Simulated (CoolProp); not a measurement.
Saturation properties of benzene.

Model: reference Helmholtz-energy equation of state, Thol 2012, in CoolProp.

```
T (K)  p (bar)  vapour Z  vapour viscosity (µPa s)  liquid conductivity (mW/(m K))
-----  -------  --------  ------------------------  ------------------------------
295.5   0.1122    0.9934                      7.49                             142
303.7   0.1631       [?]                      7.69                             139
311.9   0.2316    0.9885                      7.89                             137
320     0.3207    0.9853                      8.08                             134
328.2   0.4372    0.9816                      8.28                             131
336.4   0.5854    0.9771                      8.47                             129
344.5   0.7685    0.9721                      8.66                             126
352.7   0.9972    0.9664                      8.85                             124
360.9    1.276       [?]                      9.04                             121
369      1.608    0.9527                      9.23                             119
377.2    2.008    0.9447                      9.42                             116
385.4    2.480    0.9359                       [?]                             114
393.5    3.026    0.9264                      9.80                             [?]
401.7    3.666    0.9158                      9.99                             109
409.9    4.404    0.9044                      10.2                             107
```

Question: Fill in the missing entries.

Answer: 
- 303.7, vapour Z: 0.9912
- 360.9, vapour Z: 0.9599
- 385.4, vapour viscosity (µPa s): 9.61
- 393.5, liquid conductivity (mW/(m K)): 112

It boils at 353.2 K under 1 atm.

Viscosity comes from a separate model (Avgeri 2014). Thermal conductivity comes from a separate model (Assael 2012).
